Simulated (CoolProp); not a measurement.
Vapour pressure (bar) of n-hexane: the reference equation beside estimates from Tc = 507.8 K, pc = 30.44 bar, ω = 0.300. Clausius-Clapeyron is anchored at 386.7 K with a constant enthalpy of vaporisation of 25.65 kJ/mol.

Values from CoolProp's reference Helmholtz-energy equation of state, Thol 2019.

```csv
T (K),reference,Lee-Kesler,Clausius-Clapeyron,Soave-Redlich-Kwong
305.7,0.2772,0.2702,0.4156,0.2726
325.9,0.5961,0.5884,0.7769,0.5902
346.2,1.159,1.155,1.353,1.155
366.4,2.064,2.070,2.212,2.069
386.7,3.441,3.464,3.441,3.469
407,5.424,5.466,5.123,5.492
427.2,8.147,8.204,7.331,8.278
447.5,11.81,11.87,10.17,12.02
467.7,16.56,16.62,13.70,16.85
488,22.69,22.77,18.03,23.00
```

Absolute difference from the reference over all 10 rows, mean and median: Lee-Kesler 0.8 and 0.6 %, Clausius-Clapeyron 17.1 and 15.3 %, Soave-Redlich-Kwong 1.2 and 1.3 %.
